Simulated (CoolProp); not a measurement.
Sulfur dioxide along the isotherm 525 K: density (kg/m³) from the reference equation and from simpler models built on Tc = 430.6 K, pc = 7.887 MPa, ω = 0.256; each cubic takes its own stable root.

Computed with CoolProp (reference Helmholtz-energy equation of state, Gao 2016).

| p (MPa) | phase | reference | Soave-Redlich-Kwong | Peng-Robinson |
|---|---|---|---|---|
| 1.18 | gas | 17.77 | 17.76 | 17.85 |
| 2.37 | gas | 36.70 | 36.64 | 36.98 |
| 3.55 | gas | 56.56 | 56.39 | 57.19 |
| 4.73 | gas | 77.66 | 77.28 | 78.75 |
| 5.91 | gas | 100.1 | 99.41 | 101.8 |
| 7.1 | gas | 124.4 | 123.1 | 126.6 |
| 8.28 | supercritical | 150.1 | 148.0 | 152.9 |
| 9.46 | supercritical | 177.7 | 174.3 | 180.9 |
| 10.6 | supercritical | 206.3 | 201.2 | 209.7 |
| 11.8 | supercritical | 238.6 | 231.0 | 241.6 |
